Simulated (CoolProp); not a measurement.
The numbers come from the reference Helmholtz-energy equation of state, Lemmon 2006 in CoolProp. It is a short technical equation, of lower accuracy than the large ones.

### Question
For C2F6 (R116), give the phase and the conductivity (mW/(m K)) at 356.7 K and 0.0979 MPa.

### Answer
- 356.7 K and 0.0979 MPa: gas; conductivity 19.4

Thermal conductivity comes from a separate model (Huber 2003), an estimate that may be off by 10 % or more.
